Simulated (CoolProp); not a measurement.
Values from CoolProp's reference Helmholtz-energy equation of state, Thol 2018.

**Question.** For hydrogen chloride, give the phase and the Z, cv (kJ/(kg K)), speed of sound (m/s), Joule-Thomson coefficient (K/MPa) at 334 K and 3.78 MPa.

**Answer.** 
- 334 K and 3.78 MPa: gas; Z 0.829, cv 0.692, speed of sound 296, Joule-Thomson coefficient 11.1
